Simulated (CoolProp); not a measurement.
Vapour-liquid equilibrium of dimethyl ether (1) + R236EA (2) at 294.7 K; x and y are mole fractions of (1).

Values from CoolProp's multi-fluid Helmholtz-energy mixture model, Wu 2011 and Rui 2013; pair parameters Bell 2016.

Q: Give the bubble pressure and the first vapour's composition at x = 0.05, 0.35, 0.75. Is there an azeotrope?

A: x = 0.05: 1.841 bar, y = 0.059; x = 0.35: 2.141 bar, y = 0.485; x = 0.75: 3.783 bar, y = 0.929. No azeotrope shows between x = 0.05 and 0.95.

Pair parameters are fitted to limited data, so mixtures are less certain than the pure fluids.
